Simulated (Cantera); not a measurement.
Input (Python, Cantera):

```python
import numpy as np
import cantera as ct

gas = ct.Solution("gri30.yaml")


def delay(T, t_max=10):
    gas.TPX = T, 120000, {'CH3OH': 1, 'O2': 2.05, 'N2': 10.9}
    reactor = ct.IdealGasReactor(gas, clone=False)
    net = ct.ReactorNet([reactor])
    net.rtol, net.atol = 1e-8, 1e-16
    while net.time < t_max:
        t_old, T_old = net.time, reactor.T
        net.step()
        if reactor.T > T + 400:  # ignition: a rise of 400 K
            return t_old + (T + 400 - T_old) / (reactor.T - T_old) * (net.time - t_old)
    return np.nan


taus = []
for T in [1175, 1225, 1275, 1325, 1375, 1425, 1475, 1525, 1575, 1625]:
    taus.append(delay(T))
    print(f"T0 = {T:6g} K   tau = {taus[-1]:.4e} s")
```

It prints:

```
T0 =   1175 K   tau = 1.4173e-02 s
T0 =   1225 K   tau = 6.2233e-03 s
T0 =   1275 K   tau = 2.9427e-03 s
T0 =   1325 K   tau = 1.4897e-03 s
T0 =   1375 K   tau = 8.0304e-04 s
T0 =   1425 K   tau = 4.5853e-04 s
T0 =   1475 K   tau = 2.7577e-04 s
T0 =   1525 K   tau = 1.7363e-04 s
T0 =   1575 K   tau = 1.1375e-04 s
T0 =   1625 K   tau = 7.7096e-05 s
```

Computed with Cantera and GRI-Mech 3.0 (53 species, 325 reactions). GRI-Mech 3.0 was tuned for natural gas; its chemistry of methanol as a main component is partial and can be far from experiment.
